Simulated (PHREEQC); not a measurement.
0.011 g of hydrous ferric oxide (600 m²/g; 0.2 weak and 0.005 strong sites per Fe, Dzombak-Morel constants, diffuse double layer) in 1 kg of water with 0.05 mol/kgw of an inert sodium salt and 1.3e-07 mol/kgw CuSO4, at 25 °C; the pH is set by adding NaOH or the inert anion's acid. Oxygen is held at 0.21 atm. The system is closed to CO2. Precipitation was switched off in this run.

All values are PHREEQC results (ion-association model, wateq4f.dat), not measurements.

```csv
pH,S sorbed (%),Cu sorbed (%),surface charge σ (C/m²)
3,94.0,0.0,0.354
3.5,93.2,0.0,0.332
4,90.2,0.1,0.291
5,62.4,6.6,0.179
5.5,33.0,33.7,0.129
6,10.7,77.7,0.089
6.5,2.4,95.9,0.058
7,0.4,99.0,0.035
8,0.0,99.3,0.003
8.5,0.0,99.2,-0.010
9,0.0,99.0,-0.026
```

The database's constant for dissolved Cu(OH)2 is higher than later reviews accept. The oxide is taken as insoluble; below pH 4 it would dissolve.
